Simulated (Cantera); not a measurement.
A closed system holds: 1 mol Si3N4, 3.1 mol H2O, at 1.00 Torr.

Cantera equilibrium calculation (NASA polynomials, part measured and part estimated; ideal gas, pure solids and liquids). Candidate condensed phases: H2O, Si, SiO2, Si2N2O, Si3N4; 35 gas species. Mutual solubility and eutectic melting of coexisting phases are not modelled. The tables hold silica as quartz up to 1696 K and as liquid above; real silica turns to tridymite and cristobalite and melts near 1996 K. Equilibrium is a limit: real reactors are often held back by kinetics, nucleation or transport.

### Question
What share of the Si ends up in condensed phases as a function of T (K), at 1300, 1350, 1400, 1450, 1500, 1550, 1600, 1650, 1700, 1750?

### Answer
```json
[
 {"T (K)": "1300", "Si condensed (%)": "100.0", "as": "SiO2(β-quartz) + Si2N2O(s)"},
 {"T (K)": "1350", "Si condensed (%)": "100.0", "as": "SiO2(β-quartz) + Si2N2O(s)"},
 {"T (K)": "1400", "Si condensed (%)": "99.8", "as": "SiO2(β-quartz) + Si2N2O(s)"},
 {"T (K)": "1450", "Si condensed (%)": "99.2", "as": "SiO2(β-quartz) + Si2N2O(s)"},
 {"T (K)": "1500", "Si condensed (%)": "96.6", "as": "SiO2(β-quartz) + Si2N2O(s)"},
 {"T (K)": "1550", "Si condensed (%)": "86.3", "as": "SiO2(β-quartz) + Si2N2O(s)"},
 {"T (K)": "1600", "Si condensed (%)": "32.7", "as": "SiO2(β-quartz) + Si2N2O(s)"},
 {"T (K)": "1650", "Si condensed (%)": "3.3", "as": "SiO2(β-quartz)"},
 {"T (K)": "1700", "Si condensed (%)": "3.3", "as": "SiO2(condensed)"},
 {"T (K)": "1750", "Si condensed (%)": "3.2", "as": "SiO2(condensed)"}
]
```
